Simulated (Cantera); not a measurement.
A perfectly stirred reactor is fed with H2 : O2 = 0.29 : 1 (molar parts), at 610 Pa; it is held at 1150 K, and followed from long to short residence time.

Computed with Cantera and the H2/O2 subset of GRI-Mech 3.0, which has no nitrogen chemistry. Radical loss at walls, strong at low pressure, is not modelled. The temperature is held fixed by assumption; the heat of reaction is taken as removed at once.

Question: What does this change do: H2 0.29 to 0.81 parts?

Answer: 
| quantity | before | after |
|---|---|---|
| x(H2) at τ = 3.50 s | 0.000743 | 0.00217 |
| x(O2) at τ = 3.50 s | 0.743 | 0.421 |
| x(HO2) at τ = 3.50 s | 3.19e-6 | 5.09e-6 |
| x(H2O) at τ = 3.50 s | 0.250 | 0.570 |
| x(OH) at τ = 3.50 s | 0.00208 | 0.00284 |
| x(H2) at τ = 99.0 ms | 0.00636 | 0.0191 |
| x(O2) at τ = 99.0 ms | 0.715 | 0.406 |
| x(HO2) at τ = 99.0 ms | 5.28e-6 | 6.74e-6 |
| x(H2O) at τ = 99.0 ms | 0.225 | 0.499 |
| x(OH) at τ = 99.0 ms | 0.00628 | 0.00859 |
